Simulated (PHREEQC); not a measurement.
LiOH is added in steps, without added water, to 1 kg of water holding 0.0052 mol/kgw Ag2SO4 and 0.0011 mol/kgw HNO3, at 25 °C. Oxygen is held at 0.21 atm. The system is closed to CO2. Only these solids could form: Ag2O, Ag2SO4.

Base run: PHREEQC, ion-association model, wateq4f.dat. Each further column changes one thing. The table gives pH.

```json
[
 {"LiOH added (mol)": "0", "base": "3.11", "HNO3 left out": "?", "HNO3 from 0.0011 to 0.00099 mol/kgw": "3.15", "temperature from 25 to 15 °C": "3.09", "no solid may form": "3.11"},
 {"LiOH added (mol)": "0.0028", "base": "8.43", "HNO3 left out": "8.49", "HNO3 from 0.0011 to 0.00099 mol/kgw": "8.43", "temperature from 25 to 15 °C": "8.56", "no solid may form": "10.91"},
 {"LiOH added (mol)": "0.0052", "base": "8.57", "HNO3 left out": "?", "HNO3 from 0.0011 to 0.00099 mol/kgw": "8.58", "temperature from 25 to 15 °C": "8.70", "no solid may form": "11.27"},
 {"LiOH added (mol)": "0.008", "base": "8.82", "HNO3 left out": "?", "HNO3 from 0.0011 to 0.00099 mol/kgw": "8.84", "temperature from 25 to 15 °C": "8.96", "no solid may form": "11.49"},
 {"LiOH added (mol)": "0.0108", "base": "9.50", "HNO3 left out": "10.60", "HNO3 from 0.0011 to 0.00099 mol/kgw": "9.57", "temperature from 25 to 15 °C": "9.64", "no solid may form": "11.63"},
 {"LiOH added (mol)": "0.0132", "base": "11.17", "HNO3 left out": "?", "HNO3 from 0.0011 to 0.00099 mol/kgw": "11.20", "temperature from 25 to 15 °C": "11.52", "no solid may form": "11.72"},
 {"LiOH added (mol)": "0.016", "base": "11.59", "HNO3 left out": "?", "HNO3 from 0.0011 to 0.00099 mol/kgw": "11.60", "temperature from 25 to 15 °C": "11.94", "no solid may form": "11.82"}
]
```

**Question.** Fill in the missing entries.

**Answer.** 
- 0, HNO3 left out: 6.93
- 0.0052, HNO3 left out: 8.65
- 0.008, HNO3 left out: 8.99
- 0.0132, HNO3 left out: 11.39
- 0.016, HNO3 left out: 11.69

 In at least one series the solution becomes supersaturated in solids that the run did not let form, among them Ag2O.
